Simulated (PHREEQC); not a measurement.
Solution (80 °C): 16 mmol/kgw K2HPO4. Closed to the air; pH follows from the charge balance.

Computed with PHREEQC (ion-association model, phreeqc.dat).

**Question.** The ionic strength comes out as 0.0471 mol/kgw. What activity coefficients do HPO4-2, K+, H2PO4-, OH-, KHPO4- get?

**Answer.** HPO4-2 0.43, K+ 0.80, H2PO4- 0.81, OH- 0.80, KHPO4- 0.81.

Precipitation was switched off in this run. At this temperature some constants are extrapolated from 25 °C, and those without enthalpy data are left unchanged.
